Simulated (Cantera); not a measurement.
An adiabatic, constant-volume homogeneous reactor starts with H2 : O2 : N2 = 1 : 1.39 : 5.22 (molar parts), equivalence ratio 0.36, at 1475 K and 470000 Pa. Integrator tolerance rtol = 1e-08.

Cantera simulation using GRI-Mech 3.0 (53 species, 325 reactions); the numbers are that mechanism's predictions, not measurements. The hydrogen kinetics of GRI-Mech 3.0 are dated; newer H2 mechanisms differ, most at raised pressure.

| quantity | before | after |
|---|---|---|
| time of steepest temperature rise | 3.65 µs | 33.8 µs |
| temperature at 0.400 s | 2499 K | 2446 K |
| equilibrium temperature | 2499 K | 2446 K |
| x(H2) at 0.400 s | 0.000871 (gas-phase equilibrium 0.000871) | 0.00204 (gas-phase equilibrium 0.00204) |
| x(O2) at 0.400 s | 0.114 (gas-phase equilibrium 0.114) | 0.113 (gas-phase equilibrium 0.113) |
| x(NO2) at 0.400 s | 2.91e-5 (gas-phase equilibrium 2.91e-5) | 8.85e-6 (gas-phase equilibrium 8.85e-6) |
| x(N2O) at 0.400 s | 2.36e-6 (gas-phase equilibrium 2.36e-6) | 6.82e-7 (gas-phase equilibrium 6.82e-7) |
| x(H2O2) at 0.400 s | 8.75e-7 (gas-phase equilibrium 8.75e-7) | 2.40e-7 (gas-phase equilibrium 2.40e-7) |
| x(HO2) at 0.400 s | 1.73e-5 (gas-phase equilibrium 1.73e-5) | 8.30e-6 (gas-phase equilibrium 8.30e-6) |
| x(O) at 0.400 s | 0.00179 (gas-phase equilibrium 0.00179) | 0.00426 (gas-phase equilibrium 0.00426) |

Q: Which change was made?
A. O2 1.39 to 1.1 parts
B. pressure from 470000 Pa to 49000 Pa
C. initial temperature 1475 to 1423 K
D. constant pressure in place of constant volume

A: B, pressure from 470000 Pa to 49000 Pa
